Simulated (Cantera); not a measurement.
An isothermal, constant-pressure homogeneous reactor starts with 59.5 % NH3, 40.5 % N2, at 2250 K and 1330 Pa.

Model: the gas-phase N/H chemistry of the illustrative SiF4/NH3 mechanism in the Surface Chemkin manual (1991), integrated in Cantera. Walls and surfaces, which speed up NH3 decomposition in real reactors, are not modelled.

x: mole fraction; the columns are a selection and need not sum to one.

| t (s) | x NH3 | x N | x NH2 | x N2H4 | x N2 | x H2 | x NH |
|---|---|---|---|---|---|---|---|
| 8.00e-5 | 0.595 | 3.35e-11 | 0.000147 | 2.14e-11 | 0.405 | 7.20e-5 | 5.92e-8 |
| 0.000326 | 0.594 | 3.07e-9 | 0.000605 | 3.73e-10 | 0.405 | 0.000307 | 1.54e-6 |
| 0.00133 | 0.592 | 7.89e-8 | 0.00231 | 5.49e-9 | 0.404 | 0.00163 | 1.93e-5 |
| 0.00540 | 0.574 | ___ | ___ | ___ | 0.405 | ___ | ___ |
| 0.0220 | 0.503 | 3.48e-6 | 0.00326 | 1.10e-8 | 0.409 | 0.0846 | 7.44e-5 |
| 0.0894 | 0.306 | 6.86e-6 | 0.00204 | 4.27e-9 | 0.421 | 0.270 | 7.81e-5 |
| 0.364 | 0.0633 | 7.57e-6 | 0.000647 | 4.29e-10 | 0.436 | 0.498 | 4.65e-5 |
| 1.48 | 0.000135 | 4.59e-6 | 8.77e-6 | <1e-12 | 0.438 | 0.551 | 4.24e-6 |
| 6.03 | 1.02e-7 | 2.32e-7 | 2.69e-8 | <1e-12 | 0.431 | 0.525 | 5.28e-8 |
| 24.6 | 4.61e-8 | 1.26e-7 | 1.29e-8 | <1e-12 | 0.430 | 0.523 | 2.70e-8 |
| 100 | 4.60e-8 | 1.26e-7 | 1.29e-8 | <1e-12 | 0.430 | 0.523 | 2.70e-8 |

### Question
Fill in the missing entries.

### Answer

- 0.00540, x N: 8.34e-7
- 0.00540, x NH2: 0.00413
- 0.00540, x N2H4: 1.76e-8
- 0.00540, x H2: 0.0165
- 0.00540, x NH: 5.53e-5
